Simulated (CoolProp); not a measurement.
Saturation properties of sulfur dioxide (Tc = 157.5 °C, pc = 7.887 MPa, ω = 0.256).

Values from CoolProp's reference Helmholtz-energy equation of state, Gao 2016.

```tsv
T (°C)	p (MPa)	vapour density (kg/m³)	liquid cp (kJ/(kg K))	surface tension (mN/m)
42.75	0.6838	18.53	1.425	18.2
52.05	0.8906	23.95	___	16.5
61.45	1.144	30.67	1.476	14.7
70.85	1.449	38.85	1.512	___
80.15	1.805	48.68	1.556	___
89.55	2.228	60.75	1.614	9.41
98.95	2.721	75.50	___	___
108.25	3.283	93.44	1.795	6.02
117.65	3.935	116.1	1.949	4.36
127.05	4.679	145.3	2.196	2.74
136.35	5.517	184.1	2.657	1.21
145.75	6.481	242.6	3.897	-0.186
```

Q: What belongs in the gaps?

A: 
- 52.05, liquid cp (kJ/(kg K)): 1.448
- 70.85, surface tension (mN/m): 12.9
- 80.15, surface tension (mN/m): 11.2
- 98.95, liquid cp (kJ/(kg K)): 1.691
- 98.95, surface tension (mN/m): 7.69

It boils at -10.0 °C under 1 atm.

Surface tension comes from a separate correlation (Mulero 2012).
